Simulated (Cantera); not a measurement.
A closed system holds: 1 mol Si, 1.3 mol HF, held at 827 °C and 40000 Pa.

Method: chemical equilibrium by Gibbs-energy minimisation in Cantera with the NASA 1993 tables (ideal gas, pure condensed phases). Candidate condensed phases: Si; 25 gas species. The tables' values for SiF3 are old estimates; treat these amounts as uncertain. The numbers say what is thermodynamically allowed, not how fast it happens.

Base state: H2 0.656, SiF4 0.312, SiHF3 0.0293, SiH2F2 0.00140, SiF3 0.00128, HF 6.67e-5, SiH3F 1.63e-5 (mole fractions); condensed: Si(s).

### Question
What changes in the equilibrium state with this change: temperature from 827 °C to 475 °C?

### Answer
```tsv
species	before	after
H2	0.656	0.659
SiF4	0.312	0.319
SiHF3	0.0293	0.0208
HF	6.67e-5	8.47e-8
SiF3	0.00128	2.17e-6
SiH3F	1.63e-5	6.48e-6
Si(s), mol	0.667	0.670
```

### Question
What changes in the equilibrium state with this change: HF from 1.3 to 17 mol?

### Answer
```
species      before    after
----------  -------  -------
HF          6.67e-5    0.812
H2            0.656    0.125
SiF4          0.312   0.0625
SiHF3        0.0293  9.19e-8
SiH2F2      0.00140    <1e-9
SiF3        0.00128  9.19e-9
Si(s), mol    0.667        0
```
